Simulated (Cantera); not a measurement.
## Premixed flame

A freely propagating, adiabatic, planar premixed flame of C3H8 : O2 : N2 = 1 : 6.49 : 22.1 (molar parts), unburnt at 375 K and 75.0 Torr; mixture-averaged transport, grid criteria slope 0.08 and curve 0.16, no radiation.

Cantera simulation using GRI-Mech 3.0 (53 species, 325 reactions); the numbers are that mechanism's predictions, not measurements. GRI-Mech 3.0 was tuned for natural gas; its chemistry of propane as a main component is partial and can be far from experiment. Burning velocities carry a grid error of a few per cent, more on coarse grids.

| z (mm) | T (K) | u (m/s) | x C3H8 | x O2 | x CH2CO | x C2H2 | x H2 | x NO2 |
|---|---|---|---|---|---|---|---|---|
| -7.57 | 375 | 0.924 | 0.0338 | 0.219 | <1e-8 | <1e-8 | 0.000348 | <1e-8 |
| -5.05 | 375 | 0.926 | 0.0338 | 0.219 | <1e-8 | 2.75e-8 | 0.00134 | <1e-8 |
| -3.79 | 378 | 0.934 | 0.0337 | 0.219 | 6.46e-8 | 3.02e-7 | 0.00289 | <1e-8 |
| -2.52 | 403 | 1.000 | 0.0335 | 0.216 | 1.37e-6 | 4.32e-6 | 0.00641 | <1e-8 |
| -1.26 | 694 | 1.76 | 0.0277 | 0.191 | 8.54e-5 | 0.000103 | 0.0136 | <1e-8 |
| -0.631 | 1083 | 2.82 | 0.0122 | 0.152 | 0.000487 | 0.000349 | 0.0173 | <1e-8 |
| 0 | 1469 | 3.91 | 0.000795 | 0.108 | 0.000920 | 0.000606 | 0.0172 | <1e-8 |
| 0.631 | 1624 | 4.34 | 3.36e-6 | 0.0817 | 0.000284 | 0.000142 | 0.0126 | <1e-8 |
| 1.26 | 1658 | 4.42 | <1e-8 | 0.0707 | 2.63e-5 | 7.12e-6 | 0.00949 | <1e-8 |
| 2.52 | 1687 | 4.48 | <1e-8 | 0.0631 | 1.10e-7 | 1.06e-8 | 0.00847 | <1e-8 |
| 5.05 | 1722 | 4.55 | <1e-8 | 0.0589 | <1e-8 | <1e-8 | 0.00885 | <1e-8 |
| 10.1 | 1766 | 4.64 | <1e-8 | 0.0571 | <1e-8 | <1e-8 | 0.00856 | <1e-8 |
| 20.2 | 1827 | 4.78 | <1e-8 | 0.0558 | <1e-8 | <1e-8 | 0.00758 | <1e-8 |
x: mole fraction of selected species; z is measured from the peak of heat release.

```yaml
laminar_burning_velocity: 92.4 cm/s
thermal_thickness: 2.52 mm
peak x(CH2CO): 0.000939
peak x(C2H2): 0.000617
peak x(H2): 0.0180
grid_points: 152
```
